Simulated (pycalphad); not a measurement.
Computed with pycalphad from the COST 507 light-alloy database (1999), at 1 atm. The data set is of 1999 and partly superseded. Phase fractions are per mole of atoms.

Question: Give the equilibrium state of C-0.3061B (wt.%) at 800 K.

Answer: graphite, fraction 0.996, with <0.01 B wt.%; B4C, fraction 0.004, with 78.3 B wt.%.

Database names, with the compositions (at.%) that they take in these runs: B4C: B 80 C 20.
